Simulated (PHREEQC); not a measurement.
Solution (25 °C): 0.0156 mol HBr and 0.000184 mol NaCl per kg of water. Closed to the air; pH follows from the charge balance.

Computed with PHREEQC (Pitzer model, pitzer.dat).

Precipitation was switched off in this run.

Question: Estimate the pH, specific conductance.

Answer: pH 1.86; specific conductance 6100 µS/cm.

Complexes and solids missing from the database can't appear.
